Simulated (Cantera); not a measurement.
Premixed flame

A freely propagating, adiabatic, planar premixed flame of 16.7 % H₂, 14.1 % O₂, 69.2 % N₂, equivalence ratio 0.59, unburnt at 523 K and 750 Torr; mixture-averaged transport, grid criteria slope 0.08 and curve 0.16, no radiation.

Cantera simulation using the H2/O2 subset of GRI-Mech 3.0, which has no nitrogen chemistry; the numbers are that mechanism's predictions, not measurements. Burning velocities carry a grid error of a few per cent, more on coarse grids. Lean hydrogen flames are cellular in practice and burn faster than this planar one.

```csv
z (mm),T (K),u (m/s),x H₂,x O₂,x HO₂,x O,x H,x H₂O₂
-1.36,523,1.76,0.167,0.141,<1e-8,<1e-8,<1e-8,<1e-8
-0.910,523,1.76,0.166,0.141,3.17e-8,<1e-8,<1e-8,<1e-8
-0.682,523,1.76,0.165,0.142,3.36e-7,<1e-8,<1e-8,3.34e-8
-0.455,525,1.76,0.160,0.142,6.21e-6,4.94e-8,<1e-8,6.25e-7
-0.227,600,1.95,0.132,0.144,0.000247,1.04e-5,6.20e-5,2.69e-5
-0.114,827,2.63,0.0968,0.135,0.000182,0.000234,0.00141,2.60e-5
0,1129,3.54,0.0535,0.110,9.65e-5,0.00199,0.00600,8.59e-6
0.114,1351,4.22,0.0225,0.0837,5.80e-5,0.00460,0.00894,4.65e-6
0.227,1478,4.61,0.0106,0.0715,4.12e-5,0.00540,0.00788,2.78e-6
0.455,1600,4.97,0.00534,0.0660,2.76e-5,0.00423,0.00433,1.38e-6
0.910,1687,5.22,0.00281,0.0646,1.64e-5,0.00223,0.00152,6.84e-7
1.82,1734,5.35,0.00113,0.0643,7.72e-6,0.000878,0.000360,3.51e-7
3.64,1754,5.41,0.000356,0.0645,2.86e-6,0.000277,6.27e-5,1.69e-7
```
x: mole fraction of selected species; z is measured from the peak of heat release.

```yaml
laminar_burning_velocity: 176 cm/s
thermal_thickness: 0.455 mm
peak x(HO₂): 0.000263
peak x(O): 0.00541
peak x(H): 0.00898
peak x(H₂O₂): 3.25e-5
```
